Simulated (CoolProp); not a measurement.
Vapour-liquid equilibrium of carbon dioxide (1) + R125 (2) at 226.2 K; x and y are mole fractions of (1).

Computed with CoolProp (multi-fluid Helmholtz-energy mixture model, Span 1996 and Lemmon 2005; pair parameters Bell 2016).

```json
[
 {"x": "0.05", "bubble pressure, mixture model (MPa)": "0.1528", "bubble pressure, Raoult's law (MPa)": "0.1403", "y, mixture model": "0.322", "y, Raoult's law": "0.275"},
 {"x": "0.125", "bubble pressure, mixture model (MPa)": "0.2198", "bubble pressure, Raoult's law (MPa)": "0.1901", "y, mixture model": "0.555", "y, Raoult's law": "0.507"},
 {"x": "0.2", "bubble pressure, mixture model (MPa)": "0.2832", "bubble pressure, Raoult's law (MPa)": "0.2399", "y, mixture model": "0.676", "y, Raoult's law": "0.643"},
 {"x": "0.275", "bubble pressure, mixture model (MPa)": "0.3421", "bubble pressure, Raoult's law (MPa)": "0.2897", "y, mixture model": "0.750", "y, Raoult's law": "0.732"},
 {"x": "0.35", "bubble pressure, mixture model (MPa)": "0.3962", "bubble pressure, Raoult's law (MPa)": "0.3394", "y, mixture model": "0.799", "y, Raoult's law": "0.795"},
 {"x": "0.425", "bubble pressure, mixture model (MPa)": "0.4459", "bubble pressure, Raoult's law (MPa)": "0.3892", "y, mixture model": "0.836", "y, Raoult's law": "0.842"},
 {"x": "0.5", "bubble pressure, mixture model (MPa)": "0.4917", "bubble pressure, Raoult's law (MPa)": "0.4390", "y, mixture model": "0.864", "y, Raoult's law": "0.878"},
 {"x": "0.575", "bubble pressure, mixture model (MPa)": "0.5345", "bubble pressure, Raoult's law (MPa)": "0.4888", "y, mixture model": "0.888", "y, Raoult's law": "0.907"},
 {"x": "0.65", "bubble pressure, mixture model (MPa)": "0.5755", "bubble pressure, Raoult's law (MPa)": "0.5386", "y, mixture model": "0.908", "y, Raoult's law": "0.930"},
 {"x": "0.725", "bubble pressure, mixture model (MPa)": "0.6156", "bubble pressure, Raoult's law (MPa)": "0.5884", "y, mixture model": "0.928", "y, Raoult's law": "0.950"},
 {"x": "0.8", "bubble pressure, mixture model (MPa)": "0.6559", "bubble pressure, Raoult's law (MPa)": "0.6381", "y, mixture model": "0.946", "y, Raoult's law": "0.966"},
 {"x": "0.875", "bubble pressure, mixture model (MPa)": "0.6973", "bubble pressure, Raoult's law (MPa)": "0.6879", "y, mixture model": "0.966", "y, Raoult's law": "0.981"},
 {"x": "0.95", "bubble pressure, mixture model (MPa)": "0.7406", "bubble pressure, Raoult's law (MPa)": "0.7377", "y, mixture model": "0.986", "y, Raoult's law": "0.993"}
]
```

The largest gap from Raoult's law is +18.1 % in bubble pressure, at x = 0.275. No azeotrope shows between x = 0.05 and 0.95.

The pair parameters rest on a limited set of measurements; away from them the model extrapolates.
